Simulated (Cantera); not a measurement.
A perfectly stirred reactor is fed with CH₄ : O₂ : N₂ : CO₂ = 1 : 1.67 : 6.27 : 1.4 (molar parts), equivalence ratio 1.2, at 100000 Pa; it is adiabatic with a 400 K inlet, and is followed from long to short residence time, starting on the burning branch (τ in s: 0.098, 0.04, 0.016, 0.0067, 0.0027, 0.0011, 0.00046, 0.00019, 7.7e-05, 3.1e-05).

Model: GRI-Mech 3.0 (53 species, 325 reactions), integrated in Cantera.

One state of this run: T (K) = 1844; x CH₄ = 8.33e-5; x O₂ = 0.00259; x CO₂ = 0.170; x NO = 0.000116; x CH₃ = 3.41e-5. x: mole fraction; the columns are a selection and need not sum to one.

Question: Which value of τ (s) does it belong to?
A. 3.1e-5
B. 0.0011
C. 0.0067
D. 0.016

Answer: C, 0.0067
